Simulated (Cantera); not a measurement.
An adiabatic, constant-volume homogeneous reactor starts with 7.14 % CO, 3.64 % H₂, 1.50 % CH₄, 15.0 % O₂, 56.3 % N₂, 16.4 % H₂O, equivalence ratio 0.56, at 1325 K and 8.70 bar.

Detailed kinetics in Cantera: GRI-Mech 3.0 (53 species, 325 reactions).

Question: Predict: time of steepest temperature rise; temperature at 0.200 s; equilibrium temperature; x(CO) at 0.200 s; x(H₂) at 0.200 s; x(H₂O₂) at 0.200 s; x(NO) at 0.200 s.

Answer: 
| Quantity | Result |
|---|---|
| time of steepest temperature rise | 62.5 µs |
| temperature at 0.200 s | 2497 K |
| equilibrium temperature | 2497 K |
| x(CO) at 0.200 s | 0.00320 (gas-phase equilibrium 0.00320) |
| x(H₂) at 0.200 s | 0.00140 (gas-phase equilibrium 0.00140) |
| x(H₂O₂) at 0.200 s | 1.65e-6 (gas-phase equilibrium 1.65e-6) |
| x(NO) at 0.200 s | 0.0109 (gas-phase equilibrium 0.0109) |
